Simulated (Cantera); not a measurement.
A perfectly stirred reactor is fed with CH₄ : O₂ : N₂ = 1 : 1.82 : 6.84 (molar parts), equivalence ratio 1.1, at 16.0 bar; it is adiabatic with a 350 K inlet, and is followed from long to short residence time, starting on the burning branch (τ in s: 0.027, 0.013, 0.0064, 0.0031, 0.0015, 0.00076, 0.00037, 0.00018, 8.9e-05, 4.4e-05, 2.1e-05, 1.1e-05, 5.2e-06).

Computed with Cantera and GRI-Mech 3.0 (53 species, 325 reactions). The pressure lies above the range GRI-Mech 3.0 was tuned for (to about 10 atm).

Problem. What does this change do: pressure from 16.0 bar to 0.210 bar?

Solution. 
```csv
quantity,before,after
"blow-out, bracketed by the residence times tried","burning at 89.0 µs, out at 44.0 µs","burning at 0.370 ms, out at 0.180 ms"
x(CH₄) at τ = 27.0 ms,1.58e-5,2.03e-5
x(O₂) at τ = 27.0 ms,0.000151,0.00763
x(N₂O) at τ = 27.0 ms,5.80e-8,1.77e-8
x(C₂H₂) at τ = 27.0 ms,7.35e-8,7.57e-9
x(O) at τ = 27.0 ms,1.09e-5,0.00186
x(CH₄) at τ = 0.370 ms,0.000195,0.00136
x(O₂) at τ = 0.370 ms,0.00247,0.0247
x(N₂O) at τ = 0.370 ms,2.30e-7,1.35e-8
x(C₂H₂) at τ = 0.370 ms,5.19e-6,5.46e-6
x(O) at τ = 0.370 ms,9.39e-5,0.00353
```

Problem. What does this change do: inlet temperature 350 to 325 K?

Solution. 
| quantity | before | after |
|---|---|---|
| blow-out, bracketed by the residence times tried | burning at 89.0 µs, out at 44.0 µs | burning at 89.0 µs, out at 44.0 µs |
| x(CH₄) at τ = 27.0 ms | 1.58e-5 | 1.83e-5 |
| x(O₂) at τ = 27.0 ms | 0.000151 | 0.000146 |
| x(N₂O) at τ = 27.0 ms | 5.80e-8 | 5.27e-8 |
| x(C₂H₂) at τ = 27.0 ms | 7.35e-8 | 9.96e-8 |
| x(O) at τ = 27.0 ms | 1.09e-5 | 9.43e-6 |
| x(CH₄) at τ = 0.370 ms | 0.000195 | 0.000214 |
| x(O₂) at τ = 0.370 ms | 0.00247 | 0.00252 |
| x(N₂O) at τ = 0.370 ms | 2.30e-7 | 2.22e-7 |
| x(C₂H₂) at τ = 0.370 ms | 5.19e-6 | 6.36e-6 |
| x(O) at τ = 0.370 ms | 9.39e-5 | 8.60e-5 |
